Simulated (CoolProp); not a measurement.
The numbers come from the reference Helmholtz-energy equation of state, Outcalt 1996 in CoolProp. It is a modified Benedict-Webb-Rubin equation, recast in Helmholtz form.

Q: Give the vapour pressure (bar), liquid density (kg/m³), enthalpy of vaporisation (kJ/kg), liquid cp (kJ/(kg K)) of saturated R152A at 237.6, 242.6 K.

A: 
```json
[
 {"T (K)": "237.6", "p (bar)": "0.591", "liquid density (kg/m³)": "1030", "enthalpy of vaporisation (kJ/kg)": "340", "liquid cp (kJ/(kg K))": "1.60"},
 {"T (K)": "242.6", "p (bar)": "0.752", "liquid density (kg/m³)": "1020", "enthalpy of vaporisation (kJ/kg)": "336", "liquid cp (kJ/(kg K))": "1.61"}
]
```
